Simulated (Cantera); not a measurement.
**Premixed flame**

A freely propagating, adiabatic, planar premixed flame of 20.1 % H2, 16.8 % O2, 63.1 % N2, equivalence ratio 0.60, unburnt at 600 K and 1.01 bar; unity-Lewis-number transport, grid criteria slope 0.08 and curve 0.16, no radiation.

Detailed kinetics in Cantera: the H2/O2 subset of GRI-Mech 3.0, which has no nitrogen chemistry. Unity Lewis numbers drop preferential diffusion, which matters most where H2 and H carry the flame. Burning velocities carry a grid error of a few per cent, more on coarse grids. Lean hydrogen flames are cellular in practice and burn faster than this planar one.

| z (mm) | T (K) | u (m/s) | x H2 | x O2 | x H2O2 | x H | x HO2 | x OH |
|---|---|---|---|---|---|---|---|---|
| -0.910 | 600 | 3.45 | 0.201 | 0.168 | <1e-8 | <1e-8 | <1e-8 | <1e-8 |
| -0.607 | 600 | 3.45 | 0.201 | 0.168 | <1e-8 | <1e-8 | 1.46e-7 | <1e-8 |
| -0.455 | 600 | 3.46 | 0.201 | 0.168 | 3.87e-8 | <1e-8 | 1.02e-6 | <1e-8 |
| -0.303 | 603 | 3.47 | 0.201 | 0.168 | 4.65e-7 | 4.20e-8 | 1.23e-5 | 1.69e-8 |
| -0.152 | 673 | 3.86 | 0.193 | 0.164 | 6.90e-6 | 0.000111 | 0.000203 | 4.68e-5 |
| -0.0759 | 908 | 5.13 | 0.159 | 0.148 | 9.49e-6 | 0.00395 | 0.000180 | 0.000686 |
| 0 | 1264 | 6.97 | 0.0800 | 0.112 | 7.07e-6 | 0.0228 | 9.34e-5 | 0.00423 |
| 0.0759 | 1501 | 8.14 | 0.0289 | 0.0842 | 4.03e-6 | 0.0291 | 5.65e-5 | 0.00934 |
| 0.152 | 1630 | 8.75 | 0.0175 | 0.0767 | 2.28e-6 | 0.0227 | 4.24e-5 | 0.0115 |
| 0.303 | 1765 | 9.37 | 0.0129 | 0.0740 | 1.18e-6 | 0.0136 | 3.04e-5 | 0.0127 |
| 0.607 | 1886 | 9.92 | 0.00876 | 0.0728 | 6.55e-7 | 0.00654 | 1.97e-5 | 0.0122 |
| 1.21 | 1977 | 10.3 | 0.00495 | 0.0725 | 3.95e-7 | 0.00248 | 1.11e-5 | 0.0102 |
| 2.43 | 2035 | 10.6 | 0.00229 | 0.0729 | 2.47e-7 | 0.000730 | 5.68e-6 | 0.00745 |
x: mole fraction of selected species; z is measured from the peak of heat release.

The laminar burning velocity is 345 cm/s and the thermal thickness comes out as 0.303 mm. The peak x(H2O2) is 9.70e-6 and the peak x(H) comes out as 0.0297. The peak x(HO2) comes out as 0.000235 and the peak x(OH) is 0.0127.
